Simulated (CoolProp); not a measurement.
Properties of decamethylcyclopentasiloxane (D5) at several states (Tc = 345.1 °C, pc = 1.078 MPa, ω = 0.631).

The numbers come from the reference Helmholtz-energy equation of state, Thol 2019 in CoolProp.

```tsv
T (°C)	p (MPa)	phase	density (kg/m³)	cv (kJ/(kg K))	Joule-Thomson coefficient (K/MPa)
-12.85	0.0239	liquid	994.6	1.397	-0.4245
155.05	0.109	liquid	812.3	1.661	-0.2532
330.45	0.0134	gas	0.9948	1.904	9.772
```
